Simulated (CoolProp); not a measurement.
Toluene at several states: fugacity coefficient from the reference equation and from simpler models built on Tc = 591.7 K, pc = 41.26 bar, ω = 0.266; each cubic takes its own stable root.

Computed with CoolProp (reference Helmholtz-energy equation of state, Lemmon 2006). It is a short technical equation, of lower accuracy than the large ones.

```
T (K)  p (bar)   phase  reference  van der Waals  Redlich-Kwong  Peng-Robinson
-----  -------  ------  ---------  -------------  -------------  -------------
282.4     1.42  liquid    0.01128         0.5687            ___        0.01200
421       47.4  liquid        ___            ___            ___            ___
492.5       19  liquid        ___         0.7853            ___         0.4754
596       1.18     gas     0.9898         0.9917         0.9905         0.9894
```

Fill in the missing entries.


- 282.4, Redlich-Kwong: 0.03371
- 421, reference: 0.06010
- 421, van der Waals: 0.2036
- 421, Redlich-Kwong: 0.09502
- 421, Peng-Robinson: 0.06031
- 492.5, reference: 0.4697
- 492.5, Redlich-Kwong: 0.5880
